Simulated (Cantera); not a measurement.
A freely propagating, adiabatic, planar premixed flame of H₂ : O₂ : N₂ = 1 : 0.227 : 0.855 (molar parts), unburnt at 473 K and 1000000 Pa; mixture-averaged transport, grid criteria slope 0.08 and curve 0.16, no radiation.

Computed with Cantera and the H2/O2 subset of GRI-Mech 3.0, which has no nitrogen chemistry. The hydrogen kinetics of GRI-Mech 3.0 are dated; newer H2 mechanisms differ, most at raised pressure. Burning velocities carry a grid error of a few per cent, more on coarse grids.

Problem. Predict: laminar burning velocity; thermal thickness; peak x(HO₂); peak x(H); peak x(OH).

Solution. 
| Property | Result |
|---|---|
| laminar burning velocity | 497 cm/s |
| thermal thickness | 0.0236 mm |
| peak x(HO₂) | 0.00138 |
| peak x(H) | 0.0315 |
| peak x(OH) | 0.00234 |
